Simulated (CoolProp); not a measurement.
Values from CoolProp's reference Helmholtz-energy equation of state, Lemmon 2006. It is a short technical equation, of lower accuracy than the large ones.

For CH3F (R41), give the phase and the density (kg/m³), cv (kJ/(kg K)) at 109.25 °C and 281 bar.


- 109.25 °C and 281 bar: supercritical; density 508, cv 1.26
